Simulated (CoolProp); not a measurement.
CF4 (R14) along the isotherm 252.9 K: fugacity coefficient from the reference equation and from simpler models built on Tc = 227.4 K, pc = 3762 kPa, ω = 0.178; each cubic takes its own stable root.

Values from CoolProp's reference Helmholtz-energy equation of state, Platzer 1990. This equation is an older, rougher fit; its heat capacities, sound speeds and derivatives of the liquid may be far off and weren't checked against measurements.

```tsv
p (kPa)	phase	reference
353	gas	0.9773
705	gas	0.9549
1060	gas	0.9326
1410	gas	0.9109
1760	gas	0.8895
2120	gas	0.8678
2470	gas	0.8468
2820	gas	0.8261
3170	gas	0.8057
3530	gas	0.7848
3880	supercritical	0.7646
4230	supercritical	0.7446
4590	supercritical	0.7243
4940	supercritical	0.7046
5290	supercritical	0.6851
5640	supercritical	0.6658
```

Q: How far does each simpler model (van der Waals, Peng-Robinson) lie from the reference over these 16 states: mean and median of the absolute difference, and the worst?

A: 
- van der Waals: mean 0.5 %, median 0.5 %, worst -1.2 % at 252.9 K and 5640 kPa
- Peng-Robinson: mean 2.1 %, median 2.3 %, worst -3.5 % at 252.9 K and 5640 kPa
